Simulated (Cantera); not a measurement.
A Cantera script and what it prints.

```python
import numpy as np
import cantera as ct

gas_names = """
    CL CL2 H HCL H2 Si SiCL SiCL2 SiCL3 SiCL4 SiH SiHCL3 SiH2 SiH2CL2 SiH3 SiH3CL SiH4 Si2 Si3
""".split()
cond_names = """
    Si(cr) Si(L)
""".split()


# ... load() reads the species with a 1 bar reference pressure and builds the phases ...
atoms = {
    'Si': {'Si': 1},
    'H2': {'H': 2},
    'HCl': {'H': 1, 'CL': 1},
}
top_T = {}  # K; cautious upper limits of use, not melting points


# ... equilibrate(T, P, feed) seeds the gas with the atoms and calls Mixture.equilibrate('TP', solver="vcs", rtol=1e-11, max_steps=5000) ...
results = []
feed = {'Si': 1, 'H2': 3.5, 'HCl': 0.67}  # mol
T = 1698.15  # K
P = 33000  # Pa
mix = equilibrate(T, P, feed)
results.append((T, P, feed, dict(zip(mix.species_names, mix.species_moles))))
x = sorted(zip(gas.X, gas.species_names), reverse=True)
print(f"T = {T:g} K  P = {P:g} Pa  gas = {mix.phase_moles(0):.4g} mol")
print("   x: " + "  ".join(f"{s} {v:.3e}" for v, s in x if v > 0.001))
print("   condensed (mol): " + ("  ".join(f"{mix.phase(i).name} {mix.phase_moles(i):.4g}"
      for i in range(1, mix.n_phases) if mix.phase_moles(i) > 1e-12) or "none"))
```

It prints:

```
T = 1698.15 K  P = 33000 Pa  gas = 4.166 mol
   x: H2 8.756e-01  HCL 8.941e-02  SiCL2 3.280e-02  SiCL3 1.463e-03
   condensed (mol): Si(L) 0.8552
```

Equilibrium computed with Cantera from the NASA thermochemical tables; the gas is ideal and each condensed phase is pure. The tables' values for SiCl3, SiCl are old estimates; treat these amounts as uncertain. Gases not in the tables: Si2H6 and higher silanes.
